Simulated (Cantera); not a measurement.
Feed: 1 mol MgO, 0.49 mol CH4, 1.7 mol CO, at 2025 K and 1.33 mbar.

These are equilibrium values from Cantera (NASA tables, ideal gas, pure condensed phases), not measurements of a reactor. The tables' values for MgH are old estimates; treat these amounts as uncertain. Kinetics and transport are ignored.

```json
[
 {"species": "CO", "before": "0.558", "after": "0.590"},
 {"species": "H2", "before": "0.220", "after": "0.256"},
 {"species": "Mg", "before": "0.162", "after": "0.138"},
 {"species": "CO2", "before": "0.0120", "after": "0.00197"},
 {"species": "H2O", "before": "0.0221", "after": "0.00400"},
 {"species": "H", "before": "0.0247", "after": "0.00974"},
 {"species": "O", "before": "2.11e-5", "after": "4.40e-7"},
 {"species": "OH", "before": "0.000259", "after": "1.59e-5"},
 {"species": "MgO", "before": "2.52e-5", "after": "3.36e-6"},
 {"species": "MgOH", "before": "0.000171", "after": "6.73e-5"},
 {"species": "MgH", "before": "4.38e-5", "after": "0.000110"},
 {"species": "MgO(s), mol", "before": "0.377", "after": "0.488"}
]
```
Gas species are given as mole fractions.

### Question
What was changed between the two runs?
A. CH4 from 0.49 to 0.93 mol
B. CO from 1.7 to 0.16 mol
C. pressure from 1.33 mbar to 3.50 mbar
D. pressure from 1.33 mbar to 10.0 mbar

### Answer
D, pressure from 1.33 mbar to 10.0 mbar
